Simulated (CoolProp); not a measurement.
R141b along the isotherm 461.1 K: density (kg/m³) from the reference equation and from simpler models built on Tc = 477.5 K, pc = 42.12 bar, ω = 0.220; each cubic takes its own stable root.

Values from CoolProp's reference Helmholtz-energy equation of state, Lemmon 2006. It is a short technical equation, of lower accuracy than the large ones.

```tsv
p (bar)	phase	reference
1.75	gas	5.422
3.51	gas	11.05
5.26	gas	16.85
7.02	gas	22.89
8.77	gas	29.13
10.5	gas	35.57
12.3	gas	42.57
14	gas	49.50
15.8	gas	57.25
17.5	gas	64.99
19.3	gas	73.72
21.1	gas	83.12
```

Problem. How far does each simpler model (ideal gas, van der Waals, Redlich-Kwong, Peng-Robinson) lie from the reference over these 12 states: mean and median of the absolute difference, and the worst?

Solution. 
- ideal gas: mean 11.3 %, median 10.9 %, worst -22.6 % at 461.1 K and 21.1 bar
- van der Waals: mean 1.7 %, median 1.5 %, worst -4.0 % at 461.1 K and 21.1 bar
- Redlich-Kwong: mean 0.1 %, median 0.1 %, worst -0.3 % at 461.1 K and 21.1 bar
- Peng-Robinson: mean 1.5 %, median 1.5 %, worst +2.6 % at 461.1 K and 21.1 bar
